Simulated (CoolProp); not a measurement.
A closed Brayton cycle with carbon dioxide: compressor inlet 327.15 K and 8.9 MPa, high pressure 25.6 MPa, turbine inlet 960 K, compressor efficiency 0.89, turbine efficiency 0.85, recuperator effectiveness 0 (on enthalpy, no pinch check). Each further row changes one setting.

Computed with CoolProp (reference Helmholtz-energy equation of state, Span 1996).

```json
[
 {"case": "as stated", "thermal efficiency (%)": "14.2", "net work (kJ/kg)": "103", "compressor to turbine work": "0.33", "compressor exit (K)": "411.6", "turbine exit (K)": "828.6"},
 {"case": "turbine inlet 910 K", "thermal efficiency (%)": "14.2", "net work (kJ/kg)": "93.9", "compressor to turbine work": "0.35", "compressor exit (K)": "411.6", "turbine exit (K)": "783.0"},
 {"case": "compressor inlet 337.15 K", "thermal efficiency (%)": "(withheld)", "net work (kJ/kg)": "95.7", "compressor to turbine work": "(withheld)", "compressor exit (K)": "429.1", "turbine exit (K)": "828.6"},
 {"case": "high pressure 21.8 MPa", "thermal efficiency (%)": "(withheld)", "net work (kJ/kg)": "90.1", "compressor to turbine work": "(withheld)", "compressor exit (K)": "398.5", "turbine exit (K)": "847.9"},
 {"case": "recuperator effectiveness 0.5", "thermal efficiency (%)": "21.4", "net work (kJ/kg)": "103", "compressor to turbine work": "0.33", "compressor exit (K)": "411.6", "turbine exit (K)": "828.6"}
]
```

Task: What belongs in the gaps?

Result: 
- compressor inlet 337.15 K, thermal efficiency (%): 13.8
- compressor inlet 337.15 K, compressor to turbine work: 0.38
- high pressure 21.8 MPa, thermal efficiency (%): 12.3
- high pressure 21.8 MPa, compressor to turbine work: 0.32
